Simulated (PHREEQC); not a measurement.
Synthetic water in mmol/kgw, 25 °C, pH 6.12, pe 11.5: Na 0.398; K 0.000349; Ca 0.07; Mg 0.132; Cl 0.234; S(6) 0.0365; Alkalinity (meq/kgw) 0.51; Ni 0.0137; Zn 0.000406; Cu(2) 0.00093; N(5) 0.00293; Br 0.00157.

Valence states are taken as typed.

Equilibrium calculation in PHREEQC: ion-association model, wateq4f.dat.

The ionic strength is 0.00107 mol/kgw and the charge-balance error is 0.7 %.

```tsv
species	molality	activity	log γ
CO2	0.000829	0.000830	0.000
HCO3-	0.000504	0.000486	-0.016
Na+	0.000398	0.000383	-0.016
Cl-	0.000234	0.000226	-0.016
Mg+2	0.000131	0.000113	-0.063
Ca+2	6.93e-5	5.99e-5	-0.063
SO4-2	3.52e-5	3.04e-5	-0.063
Ni+2	1.09e-5	9.40e-6	-0.064
NO3-	2.93e-6	2.82e-6	-0.016
NiCO3	2.09e-6	2.09e-6	0.000
Br-	1.57e-6	1.51e-6	-0.016
MgSO4	8.06e-7	8.06e-7	0.000
H+	7.86e-7	7.59e-7	-0.015
MgHCO3+	6.67e-7	6.43e-7	-0.016
Cu+2	6.60e-7	5.72e-7	-0.063
```

No solid was allowed to form. Complexes and solids missing from the database can't appear. The database's nickel carbonate constants are estimates that later reviews lower a good deal.
